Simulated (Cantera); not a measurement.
Cantera with NASA thermochemical tables; ideal gases at 1 bar, condensed phases pure. Values are per mole of reaction as written; species without (g) are pure solids or liquids, kept so even where they would boil at 1 bar.

3 H2(g) + 2 AlF3(g) → 2 Al + 6 HF(g), with ΔH° = 783.3 kJ and ΔS° = 153.9 J/K at 300 K.

### Question
How far is the shortcut ΔG° ≈ ΔH°(300 K) − T·ΔS°(300 K) from the full temperature-dependent value at 875, 950, 1025, 1100, 1175, 1250, 1325, 1400 K?

### Answer
```csv
T (K),shortcut (kJ),full (kJ),difference (kJ),difference in log10 K,condensed phases
875,648.7,648.4,0.3,-0.02,Al(s)
950,637.1,636.6,0.5,-0.03,Al(l)
1025,625.6,623.5,2.1,-0.11,Al(l)
1100,614.0,610.4,3.6,-0.17,Al(l)
1175,602.5,597.4,5.1,-0.23,Al(l)
1250,590.9,584.4,6.6,-0.27,Al(l)
1325,579.4,571.4,8.0,-0.32,Al(l)
1400,567.8,558.4,9.4,-0.35,Al(l)
```
The shortcut ignores heat capacities and the phase changes listed.
